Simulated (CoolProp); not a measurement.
Vapour-liquid equilibrium of dimethyl ether (1) + R227EA (2) at 0.00828 MPa; x and y are mole fractions of (1).

Computed with CoolProp (multi-fluid Helmholtz-energy mixture model, Wu 2011 and Lemmon 2016; pair parameters Bell 2016).

### Question
Give the bubble temperature and the first vapour's composition at x = 0.25, 0.35, 0.45. Is there an azeotrope?

### Answer
x = 0.25: -58.6 °C, y = 0.206; x = 0.35: -58.6 °C, y = 0.400; x = 0.45: -59.8 °C, y = 0.603. y crosses x between x = 0.25 and 0.35: the model has an azeotrope there.

Pair parameters are fitted to limited data, so mixtures are less certain than the pure fluids.
